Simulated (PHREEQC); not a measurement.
1.4 g of hydrous ferric oxide (600 m²/g; 0.2 weak and 0.005 strong sites per Fe, Dzombak-Morel constants, diffuse double layer) in 1 kg of water with 0.3 mol/kgw of an inert sodium salt and 0.00076 mol PbCl2, at 25 °C; the pH is set by adding NaOH or the inert anion's acid. Oxygen is held at 0.21 atm. No CO2 enters from the air. Nothing may precipitate in this run.

The series has 13 steps of pH, from 4 to 12.

All values are PHREEQC results (ion-association model, wateq4f.dat), not measurements.

Problem. Near which pH is half of the Pb sorbed, and on which side is more sorbed?

Solution. Near pH 5.0, with more sorbed at higher pH.

Problem. At which pH does the surface charge pass through zero?

Solution. Near pH 8.7.

Along this series the solution becomes supersaturated in solids that the run did not let form, among them Pb(OH)2.
